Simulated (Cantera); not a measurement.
Adiabatic ignition

An adiabatic, constant-volume homogeneous reactor starts with 31.3 % CO, 1.66 % H₂, 1.34 % CH₄, 10.1 % O₂, 37.8 % N₂, 17.8 % H₂O, equivalence ratio 1.9, at 1023 K and 10.0 bar.

Cantera simulation using GRI-Mech 3.0 (53 species, 325 reactions); the numbers are that mechanism's predictions, not measurements.

```json
[
 {"t (s)": "1.00e-6", "T (K)": "1023", "P (bar)": "10.0", "x CO": "0.313", "x H₂": "0.0166", "x CH₄": "0.0134", "x O": "3.01e-10", "x HCO": "<1e-12", "x H": "2.33e-11", "x C₂H₄": "<1e-12"},
 {"t (s)": "3.01e-6", "T (K)": "1023", "P (bar)": "10.0", "x CO": "0.313", "x H₂": "0.0166", "x CH₄": "0.0134", "x O": "3.92e-10", "x HCO": "<1e-12", "x H": "3.48e-11", "x C₂H₄": "<1e-12"},
 {"t (s)": "9.06e-6", "T (K)": "1023", "P (bar)": "10.0", "x CO": "0.313", "x H₂": "0.0166", "x CH₄": "0.0134", "x O": "4.03e-10", "x HCO": "<1e-12", "x H": "4.76e-11", "x C₂H₄": "<1e-12"},
 {"t (s)": "2.73e-5", "T (K)": "1023", "P (bar)": "10.0", "x CO": "0.313", "x H₂": "0.0166", "x CH₄": "0.0134", "x O": "4.21e-10", "x HCO": "<1e-12", "x H": "8.65e-11", "x C₂H₄": "<1e-12"},
 {"t (s)": "8.20e-5", "T (K)": "1023", "P (bar)": "10.0", "x CO": "0.313", "x H₂": "0.0166", "x CH₄": "0.0134", "x O": "4.82e-10", "x HCO": "1.48e-12", "x H": "2.16e-10", "x C₂H₄": "<1e-12"},
 {"t (s)": "0.000247", "T (K)": "1023", "P (bar)": "10.0", "x CO": "0.313", "x H₂": "0.0166", "x CH₄": "0.0134", "x O": "7.25e-10", "x HCO": "5.02e-12", "x H": "7.31e-10", "x C₂H₄": "5.41e-12"},
 {"t (s)": "0.000743", "T (K)": "1023", "P (bar)": "10.0", "x CO": "0.313", "x H₂": "0.0166", "x CH₄": "0.0134", "x O": "2.33e-9", "x HCO": "2.88e-11", "x H": "4.17e-9", "x C₂H₄": "3.38e-10"},
 {"t (s)": "0.00224", "T (K)": "1036", "P (bar)": "10.1", "x CO": "0.312", "x H₂": "0.0164", "x CH₄": "0.0134", "x O": "2.11e-8", "x HCO": "4.11e-10", "x H": "4.57e-8", "x C₂H₄": "1.01e-7"},
 {"t (s)": "0.00673", "T (K)": "2617", "P (bar)": "23.8", "x CO": "0.168", "x H₂": "0.0293", "x CH₄": "2.34e-11", "x O": "7.78e-5", "x HCO": "6.98e-7", "x H": "0.00146", "x C₂H₄": "<1e-12"},
 {"t (s)": "0.0203", "T (K)": "2617", "P (bar)": "23.8", "x CO": "0.168", "x H₂": "0.0293", "x CH₄": "2.34e-11", "x O": "7.78e-5", "x HCO": "6.98e-7", "x H": "0.00145", "x C₂H₄": "<1e-12"},
 {"t (s)": "0.0610", "T (K)": "2617", "P (bar)": "23.8", "x CO": "0.168", "x H₂": "0.0293", "x CH₄": "2.34e-11", "x O": "7.78e-5", "x HCO": "6.98e-7", "x H": "0.00145", "x C₂H₄": "<1e-12"},
 {"t (s)": "0.183", "T (K)": "2617", "P (bar)": "23.8", "x CO": "0.168", "x H₂": "0.0293", "x CH₄": "2.34e-11", "x O": "7.78e-5", "x HCO": "6.98e-7", "x H": "0.00145", "x C₂H₄": "<1e-12"},
 {"t (s)": "0.552", "T (K)": "2617", "P (bar)": "23.8", "x CO": "0.168", "x H₂": "0.0293", "x CH₄": "2.34e-11", "x O": "7.78e-5", "x HCO": "6.98e-7", "x H": "0.00145", "x C₂H₄": "<1e-12"},
 {"t (s)": "1.66", "T (K)": "2617", "P (bar)": "23.8", "x CO": "0.168", "x H₂": "0.0293", "x CH₄": "2.34e-11", "x O": "7.78e-5", "x HCO": "6.98e-7", "x H": "0.00145", "x C₂H₄": "<1e-12"},
 {"t (s)": "5.00", "T (K)": "2617", "P (bar)": "23.8", "x CO": "0.168", "x H₂": "0.0293", "x CH₄": "2.34e-11", "x O": "7.78e-5", "x HCO": "6.98e-7", "x H": "0.00145", "x C₂H₄": "<1e-12"}
]
```
x: mole fraction; the columns are a selection and need not sum to one.

| Quantity | Value |
|---|---|
| time of steepest temperature rise | 3.83 ms |
| temperature at 5.00 s | 2617 K |
| equilibrium temperature | 2617 K |
| x(CO) at 5.00 s | 0.168 (gas-phase equilibrium 0.168) |
| x(H₂) at 5.00 s | 0.0293 (gas-phase equilibrium 0.0293) |
| x(CH₄) at 5.00 s | 2.34e-11 (gas-phase equilibrium 2.61e-11) |
